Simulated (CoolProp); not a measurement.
Properties of isobutane at several states (Tc = 407.8 K, pc = 3629 kPa, ω = 0.184).

Values from CoolProp's reference Helmholtz-energy equation of state, Bücker 2006.

| T (K) | p (kPa) | phase | Z | Joule-Thomson coefficient (K/MPa) | isothermal compressibility (1/MPa) |
|---|---|---|---|---|---|
| 336 | 32.9 | gas | 0.9943 | [?] | 30.57 |
| 354 | 121 | gas | 0.9819 | [?] | 8.419 |
| 375.7 | 205 | gas | 0.9746 | [?] | [?] |
| 254.3 | 72.3 | gas | 0.9680 | 36.91 | [?] |
| 355.9 | 942 | gas | [?] | 15.68 | [?] |

Q: Complete the blanks.

A: 
- 336, Joule-Thomson coefficient (K/MPa): 14.57
- 354, Joule-Thomson coefficient (K/MPa): 12.67
- 375.7, Joule-Thomson coefficient (K/MPa): 10.70
- 375.7, isothermal compressibility (1/MPa): 5.008
- 254.3, isothermal compressibility (1/MPa): 14.31
- 355.9, Z: 0.8429
- 355.9, isothermal compressibility (1/MPa): 1.296
